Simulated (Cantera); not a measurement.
A closed system holds: 1 mol AlCl3, 1.8 mol HCl, 15 mol N2, held at 1527 °C and 0.100 bar.

Method: chemical equilibrium by Gibbs-energy minimisation in Cantera with the NASA 1993 tables (ideal gas, pure condensed phases). The tables' values for AlCl2 are old estimates; treat these amounts as uncertain. The numbers say what is thermodynamically allowed, not how fast it happens.

```json
[
 {"species": "N2", "before": "0.841", "after": "0.824"},
 {"species": "HCl", "before": "0.0994", "after": "0.0961"},
 {"species": "AlCl3", "before": "0.0544", "after": "0.0392"},
 {"species": "Cl", "before": "0.00320", "after": "0.0233"},
 {"species": "AlCl2", "before": "0.00149", "after": "0.0110"},
 {"species": "AlCl", "before": "0.000125", "after": "0.00475"},
 {"species": "H", "before": "3.05e-5", "after": "0.000399"},
 {"species": "Cl2", "before": "1.03e-5", "after": "4.04e-5"},
 {"species": "H2", "before": "0.000725", "after": "0.00121"}
]
```
Gas species are given as mole fractions.

### Question
What was changed between the two runs?
(A) temperature from 1527 °C to 1852 °C
(B) temperature from 1527 °C to 450 °C
(C) temperature from 1527 °C to 527 °C
(D) AlCl3 replaced by Al

### Answer
A, temperature from 1527 °C to 1852 °C
